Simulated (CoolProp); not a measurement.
Saturated liquid density (kg/m³) of carbon monoxide: the reference equation beside estimates from Tc = -140.3 °C, pc = 3.498 MPa, ω = 0.050.

Model: reference Helmholtz-energy equation of state, Lemmon 2006, in CoolProp. It is a short technical equation, of lower accuracy than the large ones.

```csv
T (°C),reference,Redlich-Kwong,Soave-Redlich-Kwong,Peng-Robinson
-186.85,772.5,771.5,768.4,868.9
-182.15,750.6,745.6,743.7,841.7
-177.35,727.1,717.1,716.4,811.4
-172.65,702.7,686.9,687.3,778.9
-167.95,676.6,654.0,655.3,742.9
-163.25,648.1,617.9,620.0,702.7
-158.55,616.5,577.6,580.4,657.2
-153.85,580.5,531.8,534.9,604.4
-149.05,536.2,476.2,479.3,539.3
-144.35,477.2,405.4,407.8,455.0
```

Absolute difference from the reference over all 10 rows, mean and median: Redlich-Kwong 5.3 and 4.0 %, Soave-Redlich-Kwong 5.1 and 3.7 %, Peng-Robinson 8.1 and 9.1 %.
